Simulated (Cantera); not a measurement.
Feed: 1 mol HMDSO, 0.12 mol O₃, at 0.900 Torr.

Cantera equilibrium calculation (NASA polynomials, part measured and part estimated; ideal gas, pure solids and liquids). Candidate condensed phases: C, C₆H₆, C₇H₈, C₈H₁₈, H₂O, Si, SiC, SiO₂; 123 gas species. The feed counts by its element totals alone. Mutual solubility and eutectic melting of coexisting phases are not modelled. The tables hold silica as quartz up to 1696 K and as liquid above; real silica turns to tridymite and cristobalite and melts near 1996 K. The numbers say what is thermodynamically allowed, not how fast it happens.

x: gas mole fraction; n: condensed amount in mol.

| T (K) | x H₂ | x CO | x H | x SiO | x CH₄ | x C₂H₂ (acetylene) | n C(graphite) | n SiC(s) | n SiO₂(β-quartz) |
|---|---|---|---|---|---|---|---|---|---|
| 948 | 1.000 | 1.40e-5 | 1.51e-8 | 6.80e-10 | 0.000206 | 2.58e-10 | 4.68 | 1.32 | 0.680 |
| 998 | 1.000 | 9.67e-5 | 6.21e-8 | 7.81e-9 | 0.000117 | 1.08e-9 | 4.68 | 1.32 | 0.680 |
| 1048 | 0.999 | 0.000555 | 2.23e-7 | 7.08e-8 | 7.00e-5 | 3.94e-9 | 4.67 | 1.32 | 0.678 |
| 1098 | 0.997 | 0.00271 | 7.13e-7 | 5.24e-7 | 4.36e-5 | 1.27e-8 | 4.64 | 1.33 | 0.668 |
| 1148 | 0.988 | 0.0115 | 2.06e-6 | 3.25e-6 | 2.79e-5 | 3.67e-8 | 4.52 | 1.37 | 0.628 |
| 1198 | 0.957 | … | … | … | … | … | … | … | … |
| 1248 | 0.869 | 0.131 | 1.26e-5 | 7.19e-5 | 1.01e-5 | 2.11e-7 | 2.64 | 2.00 | 0 |
| 1298 | 0.869 | 0.131 | 2.88e-5 | 9.64e-5 | 7.21e-6 | 4.85e-7 | 2.64 | 2.00 | 0 |
| 1348 | 0.869 | 0.131 | 6.22e-5 | 0.000126 | 5.28e-6 | 1.04e-6 | 2.64 | 2.00 | 0 |
| 1398 | 0.869 | 0.131 | … | … | … | … | 2.64 | 2.00 | 0 |
| 1448 | 0.868 | 0.131 | 0.000248 | 0.000205 | 3.02e-6 | 4.13e-6 | 2.64 | 2.00 | 0 |
| 1498 | 0.868 | 0.131 | 0.000462 | 0.000255 | 2.35e-6 | 7.65e-6 | 2.65 | 2.00 | 0 |
| 1548 | 0.868 | 0.131 | 0.000828 | 0.000312 | 1.85e-6 | 1.36e-5 | 2.65 | 2.00 | 0 |

Some entries are withheld; supply them.


- 1398, x H: 0.000127
- 1398, x SiO: 0.000162
- 1398, x CH₄: 3.95e-6
- 1398, x C₂H₂ (acetylene): 2.13e-6
- 1198, x CO: 0.0431
- 1198, x H: 5.37e-6
- 1198, x SiO: 1.72e-5
- 1198, x CH₄: 1.76e-5
- 1198, x C₂H₂ (acetylene): 9.46e-8
- 1198, n C(graphite): 4.07
- 1198, n SiC(s): 1.52
- 1198, n SiO₂(β-quartz): 0.477
